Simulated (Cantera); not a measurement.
A perfectly stirred reactor is fed with 13.6 % H₂, 12.3 % O₂, 74.1 % N₂, equivalence ratio 0.55, at 24000 Pa; it is held at 1175 K, and followed from long to short residence time.

Model: the H2/O2 subset of GRI-Mech 3.0, which has no nitrogen chemistry, integrated in Cantera. The temperature is held fixed by assumption; the heat of reaction is taken as removed at once.

One state of this run: x H₂ = 0.000322; x O₂ = 0.0596; x H = 3.47e-5; x H₂O = 0.145; x H₂O₂ = 6.72e-7. x: mole fraction; the columns are a selection and need not sum to one.

**Question.** Which value of τ (s) does it belong to?
(A) 0.0035
(B) 0.0080
(C) 0.51
(D) 0.22

**Answer.** C, 0.51
